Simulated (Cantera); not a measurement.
A closed system holds: 1 mol n-butane, 0.02 mol CO2, at 1400000 Pa.

Cantera equilibrium calculation (NASA polynomials, part measured and part estimated; ideal gas, pure solids and liquids). Candidate condensed phases: C, C6H6, C7H8, C8H18, H2O; 131 gas species. Ions and electrons are included (thermal ionisation). Kinetics and transport are ignored.

**Question.** At 3000 K, list the 7 most abundant gas species with their mole fractions, and the condensed phases.

**Answer.** H2 0.893, C2H2 (acetylene) 0.0555, H 0.0399, CO 0.00779, C4H2 0.00144, CH4 0.000871, CH3 0.000616. Condensed: C(graphite).
